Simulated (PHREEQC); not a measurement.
0.019 g of hydrous ferric oxide (600 m²/g; 0.2 weak and 0.005 strong sites per Fe, Dzombak-Morel constants, diffuse double layer) in 1 kg of water with 0.001 mol/kgw of an inert sodium salt, at 25 °C; the pH is set by adding NaOH or the inert anion's acid. Oxygen alone is held at its pressure in air (log pO2 = -0.68). The system is closed to CO2. Precipitation was switched off in this run.

All values are PHREEQC results (ion-association model, wateq4f.dat), not measurements.

```csv
pH,surface charge σ (C/m²),surface potential ψ (mV)
4,0.117,210
4.67,0.067,184
5.33,0.037,154
6,0.019,119
6.67,0.009,83
7.33,0.004,45
8,0.000,6
8.67,-0.003,-32
9.33,-0.007,-70
10,-0.015,-107
10.67,-0.035,-141
11.33,-0.085,-166
12,-0.200,-176
```
